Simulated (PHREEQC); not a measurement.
Solution (25 °C): 0.018 mol NaHSO4 and 0.0033 mol NaH2PO4 per kg of water. Closed to the air; pH follows from the charge balance.

Model: ion-association model, phreeqc.dat, run in PHREEQC.

Precipitation was switched off in this run.

Task: What pH, specific conductance does the model give?

Result: pH 2.05; specific conductance 5850 µS/cm.

Task: In which forms is P present?

Result: H3PO4 52 %, H2PO4- 48 % of the P.
